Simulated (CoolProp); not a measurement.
c-C4F8 (RC318) along the isobar 13000 kPa: Z from the reference equation and from simpler models built on Tc = 388.4 K, pc = 2778 kPa, ω = 0.355; each cubic takes its own stable root.

Computed with CoolProp (reference Helmholtz-energy equation of state, Platzer 1990). This equation is an older, rougher fit; its heat capacities, sound speeds and derivatives of the liquid may be far off and weren't checked against measurements.

```tsv
T (K)	phase	reference
267.4	liquid	0.7028
282.9	liquid	0.6837
298.3	liquid	0.6682
313.7	liquid	0.6559
329.1	liquid	0.6467
344.5	liquid	0.6405
359.9	liquid	0.6374
375.3	liquid	0.6375
390.7	supercritical	0.6410
406.1	supercritical	0.6483
421.6	supercritical	0.6596
437	supercritical	0.6750
```

### Question
How far does each simpler model (van der Waals, Redlich-Kwong, Soave-Redlich-Kwong, Peng-Robinson) lie from the reference over these 12 states: mean and median of the absolute difference, and the worst?

### Answer
- van der Waals: mean 38.8 %, median 40.2 %, worst +51.3 % at 267.4 K and 13000 kPa
- Redlich-Kwong: mean 5.4 %, median 5.9 %, worst +7.5 % at 267.4 K and 13000 kPa
- Soave-Redlich-Kwong: mean 4.4 %, median 4.0 %, worst +6.4 % at 437 K and 13000 kPa
- Peng-Robinson: mean 6.5 %, median 7.2 %, worst -7.9 % at 313.7 K and 13000 kPa
